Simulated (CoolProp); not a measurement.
Vapour-liquid equilibrium of acetone (1) + benzene (2) at 52.85 °C; x and y are mole fractions of (1).

Model: multi-fluid Helmholtz-energy mixture model, Lemmon 2006 and Thol 2012; pair parameters Bell 2016, in CoolProp.

Question: Give the bubble pressure and the first vapour's composition at x = 0.05, 0.65, 0.95. Is there an azeotrope?

Answer: x = 0.05: 0.04474 MPa, y = 0.141; x = 0.65: 0.07768 MPa, y = 0.782; x = 0.95: 0.08889 MPa, y = 0.968. No azeotrope shows between x = 0.05 and 0.95.

The pair parameters rest on a limited set of measurements; away from them the model extrapolates.
